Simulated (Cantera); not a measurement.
A perfectly stirred reactor is fed with 2.80 % CH4, 0.560 % O2, 96.6 % N2, at 5.00 bar; it is held at 1373 K, and followed from long to short residence time.

Cantera simulation using GRI-Mech 3.0 (53 species, 325 reactions); the numbers are that mechanism's predictions, not measurements. GRI-Mech 3.0 stops at C3 and has no aromatics, soot or wall deposition, so with more carbon than oxygen in the feed, carbon stays in small species such as C2H2 where larger ones or solid carbon would form.

**Question.** Predict: x(CH4) at τ = 0.440 s; x(O2) at τ = 0.440 s; x(CH2) at τ = 0.440 s; x(CH4) at τ = 43.0 ms; x(O2) at τ = 43.0 ms.

**Answer.** 
```
Item                     Value
---------------------  -------
x(CH4) at τ = 0.440 s   0.0213
x(O2) at τ = 0.440 s   0.00149
x(CH2) at τ = 0.440 s  1.01e-9
x(CH4) at τ = 43.0 ms   0.0272
x(O2) at τ = 43.0 ms   0.00526
```
